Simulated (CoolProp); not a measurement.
n-octane along the isotherm 347.3 K: fugacity coefficient from the reference equation and from simpler models built on Tc = 568.7 K, pc = 2484 kPa, ω = 0.398; each cubic takes its own stable root.

Model: reference Helmholtz-energy equation of state, Beckmüller 2019, in CoolProp.

| p (kPa) | phase | reference |
|---|---|---|
| 621 | liquid | 0.03069 |
| 1240 | liquid | 0.01595 |
| 1860 | liquid | 0.01104 |
| 2480 | liquid | 0.008593 |
| 3100 | liquid | 0.007134 |
| 3730 | liquid | 0.006156 |
| 4350 | liquid | 0.005478 |
| 4970 | liquid | 0.004975 |
| 5590 | liquid | 0.004590 |
| 6210 | liquid | 0.004287 |

**Question.** How far does each simpler model (van der Waals, Redlich-Kwong, Soave-Redlich-Kwong, Peng-Robinson) lie from the reference over these 10 states: mean and median of the absolute difference, and the worst?

**Answer.** 
- van der Waals: mean 1254.0 %, median 1251.2 %, worst +1427.6 % at 347.3 K and 6210 kPa
- Redlich-Kwong: mean 234.3 %, median 234.3 %, worst +245.7 % at 347.3 K and 6210 kPa
- Soave-Redlich-Kwong: mean 2.3 %, median 2.2 %, worst +4.8 % at 347.3 K and 6210 kPa
- Peng-Robinson: mean 2.3 %, median 2.3 %, worst +2.8 % at 347.3 K and 6210 kPa
